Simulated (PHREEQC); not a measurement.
Make-up at 50 °C: 9.1 mmol/kgw HF, 0.12 mmol/kgw KF and 0.072 mmol/kgw (NH4)2SiF6. Closed to the air; pH follows from the charge balance.

All values are PHREEQC results (ion-association model, phreeqc.dat), not measurements.

Problem. The ionic strength comes out as 0.00213 mol/kgw. What activity coefficients do K+, H+, HF2-, SiF6-2, NH4+ get?

Solution. K+ 0.95, H+ 0.95, HF2- 0.95, SiF6-2 0.81, NH4+ 0.95.

No solid was allowed to form. Away from 25 °C the constants follow the database's enthalpies or fits; those with neither stay at their 25 °C values. SiF6-2 is the database's only silicon fluoride.
